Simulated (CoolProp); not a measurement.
Properties of carbon monoxide at several states.

Model: reference Helmholtz-energy equation of state, Lemmon 2006, in CoolProp. It is a short technical equation, of lower accuracy than the large ones.

| T (K) | p (MPa) | phase | density (kg/m³) | cp (kJ/(kg K)) | cv (kJ/(kg K)) | isothermal compressibility (1/MPa) | expansivity (1/kK) |
|---|---|---|---|---|---|---|---|
| 458.9 | 0.393 | gas | 2.881 | 1.059 | 0.7595 | 2.541 | 2.184 |
| 279.6 | 0.102 | gas | 1.230 | 1.042 | 0.7433 | 9.810 | 3.590 |
| 208.4 | 1.25 | gas | 20.78 | 1.096 | 0.7503 | 0.8220 | 5.322 |
| 174.6 | 2.43 | gas | 52.20 | 1.251 | 0.7726 | 0.4586 | 8.104 |
| 368.6 | 0.0305 | gas | 0.2787 | 1.045 | 0.7475 | 32.79 | 2.714 |
| 263.4 | 0.0203 | gas | 0.2597 | 1.040 | 0.7428 | 49.27 | 3.800 |
